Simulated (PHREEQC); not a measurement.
Model water analysis in mg/L, 25 °C, pH 2.66, pe 10.3:

```json
[
 {"constituent": "Na", "mg/L": "29.9"},
 {"constituent": "K", "mg/L": "370"},
 {"constituent": "Ca", "mg/L": "470"},
 {"constituent": "Mg", "mg/L": "17.4"},
 {"constituent": "Cl", "mg/L": "83.6"},
 {"constituent": "S(6) as SO4", "mg/L": "1790"},
 {"constituent": "Mn(2)", "mg/L": "0.745"},
 {"constituent": "Li", "mg/L": "2.76"}
]
```

Na is adjusted to close the charge balance.
Valence states are taken as typed.

Model: ion-association model, phreeqc.dat, run in PHREEQC.

This is a speciation only: nothing precipitates in the calculation.

Q: Order these Ca species by the share of Ca that they hold, largest first: CaSO4, CaHSO4+, Ca+2.

A: Ca+2 (67 %), CaSO4 (32 %), CaHSO4+ (0.57 %)

The pH is 2.66 and the ionic strength 0.0505 mol/kgw. Species that the database lacks are ignored.
